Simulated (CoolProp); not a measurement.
Properties of sulfur hexafluoride along the isobar 2500 kPa.

Model: reference Helmholtz-energy equation of state, Guder 2009, in CoolProp.

| T (K) | phase | density (kg/m³) | cp (kJ/(kg K)) | cv (kJ/(kg K)) | conductivity (mW/(m K)) | fugacity coefficient |
|---|---|---|---|---|---|---|
| 248.9 | liquid | 1727 | 0.9086 | 0.5772 | 70.8 | 0.2284 |
| 258.5 | liquid | 1672 | 0.9441 | 0.5950 | 67.9 | 0.2995 |
| 268.2 | liquid | 1611 | 0.9869 | 0.6129 | 64.8 | 0.3829 |
| 277.8 | liquid | 1543 | 1.042 | 0.6310 | 61.5 | 0.4763 |
| 287.4 | liquid | 1463 | 1.122 | 0.6505 | 57.8 | 0.5790 |
| 297.1 | liquid | 1360 | 1.281 | 0.6753 | 53.6 | 0.6899 |
| 306.7 | gas | 218.8 | 1.061 | 0.6889 | 18.1 | 0.7499 |
| 316.3 | gas | 195.6 | 0.9393 | 0.6850 | 17.8 | 0.7760 |
| 326 | gas | 179.5 | 0.8882 | 0.6880 | 18.0 | 0.7984 |
| 335.6 | gas | 167.4 | 0.8635 | 0.6942 | 18.4 | 0.8177 |
| 345.3 | gas | 157.5 | 0.8509 | 0.7021 | 18.9 | 0.8348 |
| 354.9 | gas | 149.3 | 0.8451 | 0.7107 | 19.5 | 0.8498 |
| 364.5 | gas | 142.3 | 0.8432 | 0.7196 | 20.2 | 0.8632 |
| 374.2 | gas | 136.1 | 0.8439 | 0.7287 | 20.8 | 0.8753 |
| 383.8 | gas | 130.6 | 0.8463 | 0.7377 | 21.5 | 0.8861 |
| 393.5 | gas | 125.6 | 0.8497 | 0.7466 | 22.3 | 0.8960 |

Thermal conductivity comes from a separate model (Assael 2012).
